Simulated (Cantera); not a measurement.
A perfectly stirred reactor is fed with 8.64 % CH4, 19.2 % O2, 72.2 % N2, equivalence ratio 0.90, at 4500 Torr; it is adiabatic with a 450 K inlet, and is followed from long to short residence time, starting on the burning branch (τ in s: 0.11, 0.04, 0.015, 0.0054, 0.002, 0.00072, 0.00027, 9.7e-05, 3.6e-05, 1.3e-05).

Detailed kinetics in Cantera: GRI-Mech 3.0 (53 species, 325 reactions).

x: mole fraction; the columns are a selection and need not sum to one.

```json
[
 {"τ (s)": "0.11", "T (K)": "2247", "x CH4": "8.46e-7", "x O2": "0.0185", "x C2H2": "3.76e-11", "x HO2": "2.31e-6", "x C2H6": "<1e-12"},
 {"τ (s)": "0.040", "T (K)": "2248", "x CH4": "2.24e-6", "x O2": "0.0190", "x C2H2": "2.53e-10", "x HO2": "2.43e-6", "x C2H6": "4.04e-12"},
 {"τ (s)": "0.015", "T (K)": "2246", "x CH4": "5.60e-6", "x O2": "0.0195", "x C2H2": "1.47e-9", "x HO2": "2.62e-6", "x C2H6": "2.48e-11"},
 {"τ (s)": "0.0054", "T (K)": "2238", "x CH4": "___", "x O2": "0.0201", "x C2H2": "___", "x HO2": "___", "x C2H6": "1.45e-10"},
 {"τ (s)": "0.0020", "T (K)": "2222", "x CH4": "3.05e-5", "x O2": "0.0210", "x C2H2": "2.80e-8", "x HO2": "4.07e-6", "x C2H6": "6.69e-10"},
 {"τ (s)": "0.00072", "T (K)": "2193", "x CH4": "6.53e-5", "x O2": "0.0226", "x C2H2": "8.23e-8", "x HO2": "6.37e-6", "x C2H6": "2.73e-9"},
 {"τ (s)": "0.00027", "T (K)": "2148", "x CH4": "___", "x O2": "___", "x C2H2": "___", "x HO2": "___", "x C2H6": "___"},
 {"τ (s)": "9.7e-5", "T (K)": "2081", "x CH4": "0.000309", "x O2": "0.0289", "x C2H2": "5.53e-7", "x HO2": "2.07e-5", "x C2H6": "4.47e-8"},
 {"τ (s)": "3.6e-5", "T (K)": "1981", "x CH4": "0.000855", "x O2": "0.0359", "x C2H2": "2.16e-6", "x HO2": "4.24e-5", "x C2H6": "3.35e-7"},
 {"τ (s)": "1.3e-5", "T (K)": "450", "x CH4": "0.0864", "x O2": "0.192", "x C2H2": "<1e-12", "x HO2": "<1e-12", "x C2H6": "<1e-12"}
]
```

### Question
What belongs in the gaps?

### Answer

- 0.0054, x CH4: 1.37e-5
- 0.0054, x C2H2: 7.57e-9
- 0.0054, x HO2: 3.06e-6
- 0.00027, x CH4: 0.000135
- 0.00027, x O2: 0.0250
- 0.00027, x C2H2: 2.04e-7
- 0.00027, x HO2: 1.10e-5
- 0.00027, x C2H6: 1.00e-8
